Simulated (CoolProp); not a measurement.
Vapour-liquid equilibrium of CHF3 (R23) (1) + sulfur hexafluoride (2) at 0.705 MPa; x and y are mole fractions of (1).

Values from CoolProp's multi-fluid Helmholtz-energy mixture model, Penoncello 2003 and Guder 2009; pair parameters Bell 2016.

| x | bubble temperature (K) | y at the bubble point | dew temperature at overall composition x (K) | liquid density (mol/L) |
|---|---|---|---|---|
| 0.05 | 248.1 | 0.187 | 252.3 | 11.87 |
| 0.2 | 238.9 | (withheld) | 247.6 | (withheld) |
| 0.35 | (withheld) | (withheld) | 242.6 | (withheld) |
| 0.5 | 233.4 | 0.642 | 237.4 | 14.21 |
| 0.65 | (withheld) | 0.712 | (withheld) | 15.17 |
| 0.8 | 231.9 | 0.800 | 231.9 | 16.32 |
| 0.95 | 232.5 | (withheld) | 232.6 | 17.65 |

Question: Fill in the missing entries.

Answer: 
- 0.2, y at the bubble point: 0.457
- 0.2, liquid density (mol/L): 12.68
- 0.35, bubble temperature (K): 235.2
- 0.35, y at the bubble point: 0.569
- 0.35, liquid density (mol/L): 13.41
- 0.65, bubble temperature (K): 232.3
- 0.65, dew temperature at overall composition x (K): 233.2
- 0.95, y at the bubble point: 0.935

y crosses x between x = 0.65 and 0.8: the model has an azeotrope there.

Pair parameters are fitted to limited data, so mixtures are less certain than the pure fluids.
